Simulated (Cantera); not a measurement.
Charge: 1 mol Si, a varied amount of H2O, 230 mol H2, at 2023 K and 0.0133 bar.

Method: chemical equilibrium by Gibbs-energy minimisation in Cantera with the NASA 1993 tables (ideal gas, pure condensed phases). Candidate condensed phases: H2O, Si, SiO2; 18 gas species. Gases not in the tables: Si2H6 and higher silanes. Kinetics and transport are ignored.

Problem. At 0.17 mol H2O, list the 4 most abundant gas species with their mole fractions, and the condensed phases.

Solution. H2 0.979, H 0.0163, Si 0.00318, SiO 0.000730. Condensed: gas only.
